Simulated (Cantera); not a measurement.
A Cantera script and what it prints.

```python
import numpy as np
import cantera as ct

gas_names = """
    CL CL2 H HCL H2 Si SiCL SiCL2 SiCL3 SiCL4 SiH SiHCL3 SiH2 SiH2CL2 SiH3 SiH3CL SiH4 Si2 Si3
""".split()
cond_names = """
    Si(cr) Si(L)
""".split()


# ... load() reads the species with a 1 bar reference pressure and builds the phases ...
atoms = {
    'SiH2Cl2': {'Si': 1, 'H': 2, 'CL': 2},
    'H2': {'H': 2},
}
top_T = {}  # K; cautious upper limits of use, not melting points


# ... equilibrate(T, P, feed) seeds the gas with the atoms and calls Mixture.equilibrate('TP', solver="gibbs", rtol=1e-10, max_steps=50000) ...
results = []
T = 1950  # K
P = 133.322  # Pa
for m in [1.2, 2.4, 4.8, 9.4, 19, 37, 72, 140, 280, 550, 1100]:
    feed = {'SiH2Cl2': 1, 'H2': m}  # mol
    mix = equilibrate(T, P, feed)
    results.append((T, P, feed, dict(zip(mix.species_names, mix.species_moles))))
    x = sorted(zip(gas.X, gas.species_names), reverse=True)
    print(f"T = {T:g} K  P = {P:g} Pa  n(H2) = {m:g} mol  gas = {mix.phase_moles(0):.4g} mol")
    print("   x: " + "  ".join(f"{s} {v:.3e}" for v, s in x if v > 1e-06))
    print("   condensed (mol): " + ("  ".join(f"{mix.phase(i).name} {mix.phase_moles(i):.4g}"
          for i in range(1, mix.n_phases) if mix.phase_moles(i) > 1e-12) or "none"))
```

Result:

```
T = 1950 K  P = 133.322 Pa  n(H2) = 1.2 mol  gas = 3.32 mol
   x: H2 5.489e-01  HCL 2.036e-01  SiCL2 1.919e-01  H 2.326e-02  Si 1.786e-02  SiCL 6.819e-03  CL 6.466e-03  SiCL3 5.302e-04  SiH 3.696e-04  Si2 1.636e-04  SiH2 4.353e-05  Si3 3.596e-05  SiCL4 1.821e-06  SiHCL3 1.729e-06
   condensed (mol): Si(L) 0.2762
T = 1950 K  P = 133.322 Pa  n(H2) = 2.4 mol  gas = 4.565 mol
   x: H2 6.433e-01  HCL 1.775e-01  SiCL2 1.245e-01  H 2.518e-02  Si 1.786e-02  SiCL 5.493e-03  CL 5.209e-03  SiH 4.001e-04  SiCL3 2.771e-04  Si2 1.636e-04  SiH2 5.101e-05  Si3 3.596e-05
   condensed (mol): Si(L) 0.3196
T = 1950 K  P = 133.322 Pa  n(H2) = 4.8 mol  gas = 7.051 mol
   x: H2 7.387e-01  HCL 1.402e-01  SiCL2 6.762e-02  H 2.698e-02  Si 1.786e-02  SiCL 4.047e-03  CL 3.838e-03  SiH 4.288e-04  Si2 1.636e-04  SiCL3 1.109e-04  SiH2 5.858e-05  Si3 3.596e-05
   condensed (mol): Si(L) 0.3614
T = 1950 K  P = 133.322 Pa  n(H2) = 9.4 mol  gas = 11.82 mol
   x: H2 8.154e-01  HCL 1.006e-01  SiCL2 3.157e-02  H 2.835e-02  Si 1.786e-02  SiCL 2.766e-03  CL 2.623e-03  SiH 4.505e-04  Si2 1.636e-04  SiH2 6.467e-05  Si3 3.596e-05  SiCL3 3.537e-05
   condensed (mol): Si(L) 0.3716
T = 1950 K  P = 133.322 Pa  n(H2) = 19 mol  gas = 21.75 mol
   x: H2 8.722e-01  HCL 6.440e-02  H 2.932e-02  Si 1.786e-02  SiCL2 1.209e-02  SiCL 1.711e-03  CL 1.623e-03  SiH 4.659e-04  Si2 1.636e-04  SiH2 6.917e-05  Si3 3.596e-05  SiCL3 8.381e-06
   condensed (mol): Si(L) 0.29
T = 1950 K  P = 133.322 Pa  n(H2) = 37 mol  gas = 40.38 mol
   x: H2 9.063e-01  HCL 3.901e-02  H 2.989e-02  Si 1.786e-02  SiCL2 4.268e-03  SiCL 1.017e-03  CL 9.642e-04  SiH 4.749e-04  Si2 1.636e-04  SiH2 7.187e-05  Si3 3.596e-05  SiCL3 1.758e-06
   condensed (mol): Si(L) 0.02564
T = 1950 K  P = 133.322 Pa  n(H2) = 72 mol  gas = 76.07 mol
   x: H2 9.326e-01  H 3.032e-02  HCL 2.344e-02  Si 1.131e-02  SiCL2 9.483e-04  CL 5.713e-04  SiCL 3.813e-04  SiH 3.050e-04  Si2 6.555e-05  SiH2 4.682e-05  Si3 9.122e-06
   condensed (mol): none
T = 1950 K  P = 133.322 Pa  n(H2) = 140 mol  gas = 145.2 mol
   x: H2 9.492e-01  H 3.059e-02  HCL 1.302e-02  Si 6.361e-03  CL 3.145e-04  SiH 1.731e-04  SiCL2 1.617e-04  SiCL 1.181e-04  SiH2 2.681e-05  Si2 2.075e-05  Si3 1.625e-06
   condensed (mol): none
T = 1950 K  P = 133.322 Pa  n(H2) = 280 mol  gas = 287.4 mol
   x: H2 9.589e-01  H 3.074e-02  HCL 6.721e-03  Si 3.309e-03  CL 1.615e-04  SiH 9.051e-05  SiCL 3.156e-05  SiCL2 2.219e-05  SiH2 1.409e-05  Si2 5.615e-06
   condensed (mol): none
T = 1950 K  P = 133.322 Pa  n(H2) = 550 mol  gas = 561.7 mol
   x: H2 9.639e-01  H 3.082e-02  HCL 3.463e-03  Si 1.712e-03  CL 8.302e-05  SiH 4.694e-05  SiCL 8.390e-06  SiH2 7.325e-06  SiCL2 3.032e-06  Si2 1.502e-06
   condensed (mol): none
T = 1950 K  P = 133.322 Pa  n(H2) = 1100 mol  gas = 1120 mol
   x: H2 9.665e-01  H 3.086e-02  HCL 1.741e-03  Si 8.620e-04  CL 4.167e-05  SiH 2.367e-05  SiH2 3.699e-06  SiCL 2.121e-06
   condensed (mol): none
```

Cantera equilibrium calculation (NASA polynomials, part measured and part estimated; ideal gas, pure solids and liquids). The tables' values for SiCl, SiCl3 are old estimates; treat these amounts as uncertain. Gases not in the tables: Si2H6 and higher silanes.
